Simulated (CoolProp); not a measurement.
A single-stage vapour-compression cycle with ethane: evaporating at 195.15 K (dew point), condensing at 252.15 K (bubble point), superheat 8 K, subcooling 8 K, compressor efficiency 0.75, no pressure losses. Each further row changes one setting.

The numbers come from the reference Helmholtz-energy equation of state, Bücker 2006 in CoolProp.

| case | cooling COP | pressure ratio | discharge temperature (K) | refrigerating effect (kJ/kg) | volumetric capacity (kJ/m³) |
|---|---|---|---|---|---|
| as stated | 2.01 | 7.97 | 323.2 | 356 | 1150 |
| evaporating temperature 200.15 K | 2.31 | 6.32 | 315.5 | 362 | 1450 |
| condensing temperature 247.15 K | 2.27 | 6.91 | 314.4 | 370 | 1200 |
| subcooling 13 K | 2.09 | 7.97 | 323.2 | 370 | 1190 |
| superheat 18 K | 1.99 | 7.97 | 335.4 | 371 | 1130 |
| compressor efficiency 0.65 | 1.74 | 7.97 | 336.7 | 356 | 1150 |
